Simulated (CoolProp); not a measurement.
Computed with CoolProp (reference Helmholtz-energy equation of state, Lemmon 2006). It is a short technical equation, of lower accuracy than the large ones.

Problem. Give the vapour pressure (MPa), vapour density (kg/m³), enthalpy of vaporisation (kJ/kg) of saturated nitrous oxide at 248.5, 253.6 K.

Solution. 
```tsv
T (K)	p (MPa)	vapour density (kg/m³)	enthalpy of vaporisation (kJ/kg)
248.5	1.56	40.4	285
253.6	1.82	47.4	276
```
